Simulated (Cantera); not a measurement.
**Ammonia decomposition in nitride growth gas**

A perfectly stirred reactor is fed with 6.25 % NH₃, 93.8 % N₂, at 0.132 atm; it is held at 1725 K, and followed from long to short residence time.

Detailed kinetics in Cantera: the gas-phase N/H chemistry of the illustrative SiF4/NH3 mechanism in the Surface Chemkin manual (1991). Walls and surfaces, which speed up NH3 decomposition in real reactors, are not modelled.

```
τ (s)     x NH₃      x H    x NH₂      x H₂   x N₂
-------  ------  -------  -------  --------  -----
2.6      0.0383  1.72e-5  4.95e-5    0.0341  0.928
0.92     0.0502  8.82e-6  6.45e-5    0.0174  0.932
0.32     0.0574  3.98e-6  7.84e-5   0.00719  0.935
0.11     0.0607  1.56e-6  8.81e-5   0.00248  0.937
0.038    0.0620  5.04e-7  8.46e-5  0.000692  0.937
0.013    0.0624  1.18e-7  5.77e-5  0.000122  0.937
0.0045   0.0625  3.62e-8  2.39e-5   1.69e-5  0.937
0.0016   0.0625  2.70e-8  8.59e-6   4.49e-6  0.937
0.00054  0.0625  2.58e-8  2.89e-6   1.44e-6  0.937
0.00019  0.0625  2.49e-8  1.00e-6   4.89e-7  0.938
```
x: mole fraction; the columns are a selection and need not sum to one.
